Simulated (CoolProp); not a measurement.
Values from CoolProp's reference Helmholtz-energy equation of state, Lemmon 2006. It is a short technical equation, of lower accuracy than the large ones.

Give the vapour pressure (MPa), vapour density (kg/m³), liquid cp (kJ/(kg K)), surface tension (mN/m) of saturated R141b at 21.65 °C.


| T (°C) | p (MPa) | vapour density (kg/m³) | liquid cp (kJ/(kg K)) | surface tension (mN/m) |
|---|---|---|---|---|
| 21.65 | 0.0693 | 3.41 | 1.15 | 18.6 |

Surface tension comes from a separate correlation (Mulero 2012).
